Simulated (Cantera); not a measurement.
An adiabatic, constant-volume homogeneous reactor starts with CH₄ : H₂ : O₂ : N₂ = 1 : 0.34 : 3.62 : 13.6 (molar parts), at 1200 K and 5.00 bar. Integrator tolerance rtol = 1e-08.

Model: GRI-Mech 3.0 (53 species, 325 reactions), integrated in Cantera.

### Question
What does this change do: H2 0.34 to 0.2 parts?

### Answer
| quantity | before | after |
|---|---|---|
| time of steepest temperature rise | 0.777 ms | 1.39 ms |
| temperature at 5.00 s | 2612 K | 2579 K |
| equilibrium temperature | 2612 K | 2579 K |
| x(CH₄) at 5.00 s | <1e-12 (gas-phase equilibrium <1e-12) | <1e-12 (gas-phase equilibrium <1e-12) |
| x(H₂) at 5.00 s | 0.00139 (gas-phase equilibrium 0.00139) | 0.00111 (gas-phase equilibrium 0.00111) |
| x(O₂) at 5.00 s | 0.0700 (gas-phase equilibrium 0.0700) | 0.0742 (gas-phase equilibrium 0.0742) |
| x(H) at 5.00 s | 0.000458 (gas-phase equilibrium 0.000458) | 0.000360 (gas-phase equilibrium 0.000360) |
| x(CH₃) at 5.00 s | <1e-12 (gas-phase equilibrium <1e-12) | <1e-12 (gas-phase equilibrium <1e-12) |

### Question
What does this change do: N2 13.6 to 20 parts?

### Answer
```csv
quantity,before,after
time of steepest temperature rise,0.777 ms,1.09 ms
temperature at 5.00 s,2612 K,2350 K
equilibrium temperature,2612 K,2350 K
x(CH₄) at 5.00 s,<1e-12 (gas-phase equilibrium <1e-12),<1e-12 (gas-phase equilibrium <1e-12)
x(H₂) at 5.00 s,0.00139 (gas-phase equilibrium 0.00139),0.000353 (gas-phase equilibrium 0.000353)
x(O₂) at 5.00 s,0.0700 (gas-phase equilibrium 0.0700),0.0535 (gas-phase equilibrium 0.0535)
x(H) at 5.00 s,0.000458 (gas-phase equilibrium 0.000458),7.56e-5 (gas-phase equilibrium 7.56e-5)
x(CH₃) at 5.00 s,<1e-12 (gas-phase equilibrium <1e-12),<1e-12 (gas-phase equilibrium <1e-12)
```
